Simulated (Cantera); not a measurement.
A closed system holds: 1 mol SO₂, 0.98 mol H₂O, 24 mol N₂, equilibrated at 2600 K and 75.0 Torr.

Cantera equilibrium calculation (NASA polynomials, part measured and part estimated; ideal gas, pure solids and liquids). Candidate condensed phases: H₂O, H₂SO₄, S; 35 gas species. Equilibrium is a limit: real reactors are often held back by kinetics, nucleation or transport.

What is the equilibrium state?


```json
{
 "x(N₂)": "0.900",
 "x(SO₂)": "0.0261",
 "x(H₂O)": "0.0204",
 "x(H)": "0.0108",
 "x(SO)": "0.0104",
 "x(H₂)": "0.00786",
 "x(OH)": "0.00645",
 "x(O₂)": "0.00602",
 "x(O)": "0.00571",
 "gas_amount": "26.58 mol",
 "log10 activity of S(l) (absent)": "-4.62"
}
```
